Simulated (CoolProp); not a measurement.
500 sccm (0 °C, 1 atm) of nitrogen bubbles through liquid tetrahydrofuran at 319.1 K and leaves saturated at a total pressure of 0.15 MPa (ideal gas phase). Each further row changes one setting.

The numbers come from the reference Helmholtz-energy equation of state, Fiedler 2023 in CoolProp.

| case | vapour pressure (kPa) | mole fraction of vapour | delivery (mg/min) | delivery (sccm) | change of delivery for a bath 1 K warmer (%) |
|---|---|---|---|---|---|
| as stated | 50.5 | … | 818 | … | 5.8 |
| bath temperature 324.1 K | 60.7 | 0.405 | … | … | … |
| total pressure 0.3 MPa | 50.5 | … | … | 101 | 4.6 |

Question: Fill in the missing entries.

Answer: 
- as stated, mole fraction of vapour: 0.337
- as stated, delivery (sccm): 254
- bath temperature 324.1 K, delivery (mg/min): 1090
- bath temperature 324.1 K, delivery (sccm): 340
- bath temperature 324.1 K, change of delivery for a bath 1 K warmer (%): 6.3
- total pressure 0.3 MPa, mole fraction of vapour: 0.168
- total pressure 0.3 MPa, delivery (mg/min): 326
